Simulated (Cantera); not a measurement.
Mixture: 38.3 % CO, 4.59 % H₂, 11.9 % O₂, 44.8 % N₂, 0.459 % H₂O, equivalence ratio 1.8, at 86000 Pa, adiabatic and at constant pressure. Ignition delay is the time to a rise of 400 K.

Model: GRI-Mech 3.0 (53 species, 325 reactions), integrated in Cantera. Where the delays flatten at high temperature, the 400 K rule measures the pace of heat release, not the induction time.

Question: Predict: delay at 1275 K; delay at 1475 K; delay at 1675 K; delay at 1875 K.

Answer: 
```
Property           Value
---------------  -------
delay at 1275 K  90.9 µs
delay at 1475 K  63.4 µs
delay at 1675 K  63.4 µs
delay at 1875 K  74.7 µs
```
